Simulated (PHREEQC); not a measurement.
A PHREEQC input (ion-association model, phreeqc.dat):

```
SOLUTION 1
  temp 25
  units mg/L
  pH 7.92
  pe 8.9
  Na 354
  K 26.5
  Ca 121
  Mg 4.61
  Cl 248
  S(6) 263 as SO4
  Alkalinity 587 as HCO3 charge
  Si 2.83 as SiO2
  Ba 2.75
END
USE solution 1
EQUILIBRIUM_PHASES 1
  Quartz 0 0.5
  CO2(g) -2.5 10
END
```

It stops with these messages:

```
ERROR: Alkalinity cannot be used with charge balance or solution phase boundary constraints.
ERROR: Program terminating due to input errors.
```

The fault: charge balance asked on alkalinity. The line should read `as HCO3` where the input has `as HCO3 charge`. With the mend the run ends at pH 8.21 and ionic strength 0.0261 mol/kgw.
